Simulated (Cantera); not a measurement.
# Adiabatic ignition

An adiabatic, constant-volume homogeneous reactor starts with C₃H₈ : O₂ : N₂ = 1 : 2.38 : 8.95 (molar parts), equivalence ratio 2.1, at 1150 K and 29.0 bar.

Detailed kinetics in Cantera: GRI-Mech 3.0 (53 species, 325 reactions). GRI-Mech 3.0 was tuned for natural gas; its chemistry of propane as a main component is partial and can be far from experiment. The pressure lies above the range GRI-Mech 3.0 was tuned for (to about 10 atm).

```
t (s)     T (K)  P (bar)  x C₃H₈     x O₂    x C₂H₄     x N₂O    x CH₃
--------  -----  -------  ------  -------  --------  --------  -------
1.00e-6    1150     29.0  0.0811    0.193   1.65e-7    <1e-12  1.66e-7
2.64e-6    1150     29.0  0.0811    0.193   5.58e-7    <1e-12  4.70e-7
6.96e-6    1150     29.0  0.0811    0.193   2.23e-6    <1e-12  1.42e-6
1.84e-5    1150     29.0  0.0811    0.193   1.19e-5  1.90e-12  4.43e-6
4.84e-5    1150     29.0  0.0810    0.193   6.72e-5  7.46e-12  8.94e-6
0.000128   1150     29.0  0.0808    0.193  0.000264  2.32e-11  1.03e-5
0.000337   1150     29.0  0.0802    0.193  0.000861  7.38e-11  1.14e-5
0.000890   1151     29.1  0.0778    0.192   0.00306  3.04e-10  1.53e-5
0.00235    2632     86.0  <1e-12  5.16e-7  3.00e-12   1.79e-8  2.08e-8
0.00619    2632     86.0  <1e-12  5.16e-7  2.99e-12   1.66e-8  2.07e-8
0.0163     2632     86.0  <1e-12  5.16e-7  2.99e-12   1.66e-8  2.07e-8
0.0431     2632     86.0  <1e-12  5.16e-7  2.99e-12   1.66e-8  2.07e-8
0.114      2632     86.0  <1e-12  5.16e-7  2.99e-12   1.66e-8  2.07e-8
0.300      2632     86.0  <1e-12  5.16e-7  2.99e-12   1.66e-8  2.07e-8
```
x: mole fraction; the columns are a selection and need not sum to one.

The time of steepest temperature rise comes out as 1.79 ms. The temperature at 0.300 s is 2632 K and the equilibrium temperature is 2632 K. The x(C₃H₈) at 0.300 s comes out as <1e-12 (gas-phase equilibrium <1e-12) and the x(O₂) at 0.300 s is 5.16e-7 (gas-phase equilibrium 5.16e-7). The x(C₂H₄) at 0.300 s is 2.99e-12 (gas-phase equilibrium 3.27e-12).
